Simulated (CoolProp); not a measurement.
Vapour-liquid equilibrium of dimethyl ether (1) + n-pentane (2) at 267.3 K; x and y are mole fractions of (1).

Model: multi-fluid Helmholtz-energy mixture model, Wu 2011 and Thol 2019; pair parameters Bell 2016, in CoolProp.

| x | bubble pressure, mixture model (MPa) | bubble pressure, Raoult's law (MPa) | y, mixture model | y, Raoult's law |
|---|---|---|---|---|
| 0.05 | 0.02512 | 0.02849 | ___ | 0.379 |
| 0.2 | ___ | 0.05812 | ___ | 0.744 |
| 0.35 | ___ | 0.08775 | ___ | 0.862 |
| 0.5 | 0.1412 | 0.1174 | 0.936 | 0.921 |
| 0.65 | ___ | 0.1470 | 0.958 | 0.956 |
| 0.8 | 0.1872 | 0.1766 | 0.972 | 0.979 |
| 0.95 | 0.2077 | 0.2063 | ___ | 0.995 |

Question: Complete the blanks.

Answer: 
- 0.05, y, mixture model: 0.296
- 0.2, bubble pressure, mixture model (MPa): 0.05878
- 0.2, y, mixture model: 0.754
- 0.35, bubble pressure, mixture model (MPa): 0.1029
- 0.35, y, mixture model: 0.889
- 0.65, bubble pressure, mixture model (MPa): 0.1678
- 0.95, y, mixture model: 0.990

The largest gap from Raoult's law is +20.3 % in bubble pressure, at x = 0.5. No azeotrope shows between x = 0.05 and 0.95.

Pair parameters are fitted to limited data, so mixtures are less certain than the pure fluids. The gap from Raoult's law changes sign with composition, which may be real or a fault of the pair parameters; it wasn't checked against measurements.
